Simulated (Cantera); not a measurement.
Input (Python, Cantera) and output of one run.

```python
import numpy as np
import cantera as ct

gas_names = """
    C CN CO CO2 C2 CCN CNC C2N2 C2O C3 C3O2 C4 C4N2 C5 Fe FeC5O5 FeO N NCO NO NO2 NO3 N2 N2O O O2 O3
""".split()
cond_names = """
    C(gr) Fe(a) Fe(c) Fe(d) Fe(L) FeC5O5(L) FeO(s) FeO(L) Fe2O3(s) Fe3O4(s)
""".split()


# ... load() reads the species with a 1 bar reference pressure and builds the phases ...
atoms = {
    'Fe3O4': {'Fe': 3, 'O': 4},
    'C': {'C': 1},
    'N2': {'N': 2},
}
top_T = {'C(gr)': 4500, 'Fe2O3(s)': 1830, 'Fe3O4(s)': 1870}  # K; cautious upper limits of use, not melting points


# ... equilibrate(T, P, feed) seeds the gas with the atoms and calls Mixture.equilibrate('TP', solver="vcs", rtol=1e-11, max_steps=5000) ...
results = []
T = 1375  # K
P = 101325  # Pa
for m in [0.51, 1.9, 3.4, 4.8, 6.2, 7.7, 9.1, 11, 12]:
    feed = {'Fe3O4': 1, 'C': 1.9, 'N2': m}  # mol
    mix = equilibrate(T, P, feed)
    results.append((T, P, feed, dict(zip(mix.species_names, mix.species_moles))))

top = {s: max(r[3][s] / sum(r[3][g] for g in gas_names) for r in results) for s in gas_names}
cols = sorted((s for s in top if top[s] > 1e-05), key=lambda s: -top[s])[:8]
seen = [c for c in cond_names if any(r[3].get(c, 0) > 1e-12 for r in results)]
print("log10 of partial pressures in bar; condensed amounts in mol")
print(f"{'n(N2)':>10s}" + "".join(f"{s[:9]:>10s}" for s in cols + seen))
for T, P, feed, n in results:
    ng = sum(n[g] for g in gas_names)
    print(f"{feed['N2']:10.4g}" + "".join(f"{np.log10(max(n[s] / ng * P / 1e5, 1e-99)):10.3f}" for s in cols)
          + "".join(f"{n.get(c, 0):10.4g}" for c in seen))
```

Output:

```
log10 of partial pressures in bar; condensed amounts in mol
     n(N2)        N2        CO       CO2     Fe(c)    FeO(s)
      0.51    -0.669    -0.168    -0.923     1.184     1.816
       1.9    -0.295    -0.366    -1.120     1.184     1.816
       3.4    -0.187    -0.510    -1.265     1.184     1.816
       4.8    -0.139    -0.612    -1.367     1.184     1.816
       6.2    -0.110    -0.694    -1.449     1.184     1.816
       7.7    -0.090    -0.768    -1.523     1.184     1.816
       9.1    -0.077    -0.827    -1.582     1.184     1.816
        11    -0.063    -0.896    -1.651     1.184     1.816
        12    -0.058    -0.929    -1.684     1.184     1.816
```

Method: chemical equilibrium by Gibbs-energy minimisation in Cantera with the NASA 1993 tables (ideal gas, pure condensed phases). Mutual solubility and eutectic melting of coexisting phases are not modelled. The tables' stoichiometric FeO is somewhat more stable than real wüstite, so its field is too wide. FeO: taken at fixed stoichiometry.
